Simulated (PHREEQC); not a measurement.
Solution (57 °C): 0.068 mol HF, 0.0011 mol (NH4)2SiF6 and 0.011 mol H3BO3 per kg of water. Closed to the air; pH follows from the charge balance.

Computed with PHREEQC (ion-association model, wateq4f.dat).

| quantity | before | after |
|---|---|---|
| pH | 1.98 | 2.84 |
| HF (mol/kgw) | 0.0231 | 0.0182 |
| BF4- (mol/kgw) | 0.0105 | 0.0104 |
| F- (mol/kgw) | 0.000905 | 0.00528 |
| H2F2 (mol/kgw) | 0.000411 | 0.000255 |

Problem. Which change was made?
A) (NH4)2SiF6 left out
B) temperature from 57 to 15 °C
C) (NH4)2SiF6 from 0.0011 to 0.00055 mol/kgw
D) HF left out
E) 0.015 mol/kgw LiOH added

Solution. E, 0.015 mol/kgw LiOH added

No solid was allowed to form. At this temperature some constants are extrapolated from 25 °C, and those without enthalpy data are left unchanged. SiF6-2 is the database's only silicon fluoride. Real BF4- forms and hydrolyses slowly; the run takes it at equilibrium.
